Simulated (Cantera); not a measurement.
What does this Cantera script print?

```python
import numpy as np
import cantera as ct

gas_names = """
    Electron C C+ C- CH CH+ CH2 CH3 CH2OH CH3O CH4 CH3OH CO CO+ CO2 CO2+ COOH C2 C2+ C2- C2H CHCO,ketyl
    C2H2,acetylene C2H2,vinylidene CH2CO,ketene C2H3,vinyl CH3CO,acetyl C2H4 C2H4O,ethylen
    CH3CHO,ethanal CH3COOH (HCOOH)2 C2H5 C2H6 CH3OCH3 C2H5OH C2O C3 C3H3,propargyl C3H4,allene
    C3H4,propyne C3H4,cyclo- C3H5,allyl C3H6,propylene C3H6,cyclo- C3H6O C3H7,n-propyl C3H7,i-propyl
    C3H8 C3H8O,1propanol C3H8O,2propanol C3O2 C4 C4H2 C4H4,1,3-cyclo- C4H6,butadiene C4H6,2-butyne
    C4H6,cyclo- C4H8,1-butene C4H8,cis2-buten C4H8,tr2-butene C4H8,isobutene C4H8,cyclo- (CH3COOH)2
    C4H9,n-butyl C4H9,i-butyl C4H9,s-butyl C4H9,t-butyl C4H10,isobutane C4H10,n-butane C5 C5H6,1,3cyclo-
    C5H8,cyclo- C5H10,1-pentene C5H10,cyclo- C5H11,pentyl C5H11,t-pentyl C5H12,n-pentane C5H12,i-pentane
    CH3C(CH3)2CH3 C6H2 C6H5,phenyl C6H5O,phenoxy C6H6 C6H5OH,phenol C6H10,cyclo- C6H12,1-hexene
    C6H12,cyclo- C6H13,n-hexyl C7H7,benzyl C7H8 C7H8O,cresol C7H14,1-heptene C7H15,n-heptyl
    C7H16,n-heptane C8H8,styrene C8H10,ethylbenz C8H16,1-octene C8H17,n-octyl C8H18,isooctane
    C8H18,n-octane C9H19,n-nonyl C10H8,naphthale C10H21,n-decyl C12H9,o-bipheny C12H10,bipheny H H+ H-
    HCO HCO+ HO2 H2 H2+ H2- HCHO,formaldehy HCOOH H2O H2O+ H2O2 H3O+ O O+ O- OH OH+ OH- O2 O2+ O2- O3
""".split()
cond_names = """
    C(gr) C6H6(L) C7H8(L) C8H18(L),n-octa H2O(s) H2O(L)
""".split()


def load(file, names, dense=False):
    # The tables refer to 1 bar. Condensed volumes are neglected.
    table = {s.name: s for s in ct.Species.list_from_file(file)}
    out = []
    for n in names:
        d = dict(table[n].input_data)
        d["thermo"] = dict(d["thermo"], **{"reference-pressure": 1e5})
        if dense:
            d["equation-of-state"] = {"model": "constant-volume", "density": "1e6 g/cm^3"}
        out.append(ct.Species.from_dict(d))
    return out


gas = ct.Solution(thermo="ideal-gas", species=load("nasa_gas.yaml", gas_names))
cond = {s.name: ct.Solution(thermo="fixed-stoichiometry", species=[s], name=s.name)
        for s in load("nasa_condensed.yaml", cond_names, dense=True)}
atoms = {
    'toluene': {'C': 7, 'H': 8},
    'CO2': {'C': 1, 'O': 2},
    'H2': {'H': 2},
}
top_T = {'C(gr)': 4500}  # K; cautious upper limits of use, not melting points


def equilibrate(T, P, feed):
    n = {}
    for name, mol in feed.items():
        for a, k in atoms[name].items():
            n[a] = n.get(a, 0.0) + k * mol
    gas.TPX = T, P, n
    mass = sum(n.values()) * gas.mean_molecular_weight
    gas.equilibrate("TP")
    valid = [c for c in cond.values() if c.min_temp <= T <= top_T.get(c.name, c.max_temp)]
    mix = ct.Mixture([(gas, mass / gas.mean_molecular_weight)] + [(c, 0.0) for c in valid])
    mix.T, mix.P = T, P
    mix.equilibrate("TP", solver="vcs", rtol=1e-11, max_steps=5000)
    return mix


results = []
feed = {'toluene': 1, 'CO2': 2.2, 'H2': 2.5}  # mol
P = 1000  # Pa
for T in [2500, 2750, 3000, 3250, 3500, 3750, 4000, 4250, 4500, 4750, 5000]:
    mix = equilibrate(T, P, feed)
    results.append((T, P, feed, dict(zip(mix.species_names, mix.species_moles))))
    x = sorted(zip(gas.X, gas.species_names), reverse=True)
    print(f"T = {T:g} K  P = {P:g} Pa  gas = {mix.phase_moles(0):.4g} mol")
    print("   x: " + "  ".join(f"{s} {v:.3e}" for v, s in x if v > 0.0001))
    print("   condensed (mol): " + ("  ".join(f"{mix.phase(i).name} {mix.phase_moles(i):.4g}"
          for i in range(1, mix.n_phases) if mix.phase_moles(i) > 1e-12) or "none"))
```

It prints:

```
T = 2500 K  P = 1000 Pa  gas = 11.91 mol
   x: H2 4.557e-01  CO 3.694e-01  H 1.697e-01  C2H2,acetylene 4.930e-03  C2H 1.318e-04
   condensed (mol): C(gr) 4.676
T = 2750 K  P = 1000 Pa  gas = 13.41 mol
   x: H 3.691e-01  CO 3.280e-01  H2 2.911e-01  C2H2,acetylene 8.191e-03  C3 1.687e-03  C2H 1.204e-03  C 3.776e-04  C2 1.631e-04
   condensed (mol): C(gr) 4.464
T = 3000 K  P = 1000 Pa  gas = 15.98 mol
   x: H 5.496e-01  CO 2.753e-01  H2 1.212e-01  C3 3.120e-02  C2H2,acetylene 7.538e-03  C2H 5.876e-03  C 5.068e-03  C2 3.169e-03  C5 5.710e-04  C4H2 1.956e-04  C4 1.054e-04
   condensed (mol): C(gr) 2.626
T = 3250 K  P = 1000 Pa  gas = 18.58 mol
   x: H 6.172e-01  CO 2.368e-01  C3 6.332e-02  H2 3.697e-02  C 2.542e-02  C2 1.209e-02  C2H 5.589e-03  C2H2,acetylene 1.403e-03  C5 7.288e-04  C4 2.321e-04  CH 1.501e-04
   condensed (mol): none
T = 3500 K  P = 1000 Pa  gas = 19.81 mol
   x: H 6.305e-01  CO 2.221e-01  C 7.202e-02  C3 4.167e-02  C2 1.925e-02  H2 1.140e-02  C2H 2.506e-03  CH 1.708e-04  C5 1.640e-04  C2H2,acetylene 1.439e-04  C4 1.175e-04
   condensed (mol): none
T = 3750 K  P = 1000 Pa  gas = 21.05 mol
   x: H 6.092e-01  CO 2.090e-01  C 1.432e-01  C2 1.872e-02  C3 1.515e-02  H2 3.693e-03  C2H 7.705e-04  CH 1.460e-04
   condensed (mol): none
T = 4000 K  P = 1000 Pa  gas = 21.84 mol
   x: H 5.923e-01  CO 2.015e-01  C 1.922e-01  C2 9.870e-03  C3 2.483e-03  H2 1.381e-03  C2H 1.487e-04
   condensed (mol): none
T = 4250 K  P = 1000 Pa  gas = 22.09 mol
   x: H 5.873e-01  C 2.085e-01  CO 1.991e-01  C2 3.927e-03  H2 5.982e-04  C3 2.946e-04
   condensed (mol): none
T = 4500 K  P = 1000 Pa  gas = 22.17 mol
   x: H 5.858e-01  C 2.137e-01  CO 1.980e-01  C2 1.571e-03  O 5.057e-04  H2 2.870e-04
   condensed (mol): none
T = 4750 K  P = 1000 Pa  gas = 22.24 mol
   x: H 5.843e-01  C 2.167e-01  CO 1.955e-01  O 2.333e-03  C2 6.812e-04  H2 1.486e-04  Electron 1.287e-04  C+ 1.272e-04
   condensed (mol): none
T = 5000 K  P = 1000 Pa  gas = 22.4 mol
   x: H 5.803e-01  C 2.223e-01  CO 1.876e-01  O 8.865e-03  C2 3.293e-04  Electron 2.762e-04  C+ 2.724e-04
   condensed (mol): none
```

Cantera equilibrium calculation (NASA polynomials, part measured and part estimated; ideal gas, pure solids and liquids).
